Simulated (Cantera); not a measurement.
What does this Cantera script print?

```python
import numpy as np
import cantera as ct

gas_names = """
    C CO CO2 C2 C2O C3 C3O2 C4 C5 Cu CuO Cu2 O O2 O3
""".split()
cond_names = """
    C(gr) Cu(cr) Cu(L) CuO(s) Cu2O(s) Cu2O(L)
""".split()


# ... load() reads the species with a 1 bar reference pressure and builds the phases ...
atoms = {
    'Cu': {'Cu': 1},
    'CO': {'C': 1, 'O': 1},
}
top_T = {'C(gr)': 4500, 'CuO(s)': 1390}  # K; cautious upper limits of use, not melting points


# ... equilibrate(T, P, feed) seeds the gas with the atoms and calls Mixture.equilibrate('TP', solver="vcs", rtol=1e-11, max_steps=5000) ...
results = []
feed = {'Cu': 1, 'CO': 26}  # mol
P = 780  # Pa
for T in [1050, 1200, 1350, 1500, 1650, 1800, 1950]:
    mix = equilibrate(T, P, feed)
    results.append((T, P, feed, dict(zip(mix.species_names, mix.species_moles))))

top = {s: max(r[3][s] / sum(r[3][g] for g in gas_names) for r in results) for s in gas_names}
cols = sorted((s for s in top if top[s] > 0.001), key=lambda s: -top[s])[:6]
seen = [c for c in cond_names if any(r[3].get(c, 0) > 1e-12 for r in results)]
print("log10 of partial pressures in bar; condensed amounts in mol")
print(f"{'T/K':>10s}" + "".join(f"{s[:9]:>10s}" for s in cols + seen))
for T, P, feed, n in results:
    ng = sum(n[g] for g in gas_names)
    print(f"{T:10.4g}" + "".join(f"{np.log10(max(n[s] / ng * P / 1e5, 1e-99)):10.3f}" for s in cols)
          + "".join(f"{n.get(c, 0):10.4g}" for c in seen))
```

Output:

```
log10 of partial pressures in bar; condensed amounts in mol
       T/K        CO        Cu       CO2     C(gr)    Cu(cr)     Cu(L)
      1050    -2.109    -9.978    -4.887   0.04314         1         0
      1200    -2.108    -7.911    -5.939  0.003831         1         0
      1350    -2.108    -6.310    -6.751 0.0005913    0.9984         0
      1500    -2.108    -5.085    -7.395 0.0001345         0    0.9725
      1650    -2.112    -4.090    -7.923  4.02e-05         0    0.7259
      1800    -2.124    -3.540    -8.376 1.457e-05         0         0
      1950    -2.124    -3.540    -8.734 6.236e-06         0         0
```

Cantera equilibrium calculation (NASA polynomials, part measured and part estimated; ideal gas, pure solids and liquids).
